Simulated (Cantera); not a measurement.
A closed system holds: 1 mol Si₃N₄, 0.2 mol N₂O, 140 mol N₂, at 1827 °C and 1000 Pa.

Cantera equilibrium calculation (NASA polynomials, part measured and part estimated; ideal gas, pure solids and liquids). Candidate condensed phases: Si, SiO₂, Si₂N₂O, Si₃N₄; 16 gas species. The tables' values for SiN are old estimates; treat these amounts as uncertain. Equilibrium is a limit: real reactors are often held back by kinetics, nucleation or transport.

Base state: N₂ 0.984, Si 0.0133, SiO 0.00139, Si₂N 0.000330, SiN 0.000275, Si₂ 0.000174, Si₃ 3.55e-5 (mole fractions); condensed: Si(l).

Q: What changes in the equilibrium state with this change: Si₃N₄ replaced by SiC?

A: 
```csv
species,before,after
N₂,0.984,0.997
CO,0,0.00140
Si,0.0133,0.00135
Si₂C,0,5.51e-5
SiC₂,0,5.18e-5
"Si(l), mol",0.673,0
"SiC(s), mol",0,0.779
```
Further candidate phases: C, SiC.

Q: What changes in the equilibrium state with this change: N₂O from 0.2 to 0.28 mol?

A: 
| species | before | after |
|---|---|---|
| N₂ | 0.984 | 0.984 |
| Si | 0.0133 | 0.0133 |
| SiO | 0.00139 | 0.00194 |
| Si₂N | 0.000330 | 0.000330 |
| SiN | 0.000275 | 0.000275 |
| Si₂ | 0.000174 | 0.000174 |
| Si₃ | 3.55e-5 | 3.55e-5 |
| Si(l), mol | 0.673 | 0.591 |

Q: What changes in the equilibrium state with this change: pressure from 1000 Pa to 600 Pa?

A: 
```
species       before     after
----------  --------  --------
N₂             0.984     0.980
Si            0.0133    0.0180
SiO          0.00139   0.00138
Si₂N        0.000330  0.000278
Si₃          3.55e-5   3.13e-5
Si₂         0.000174  0.000190
SiN         0.000275  0.000286
Si(l), mol     0.673         0
```
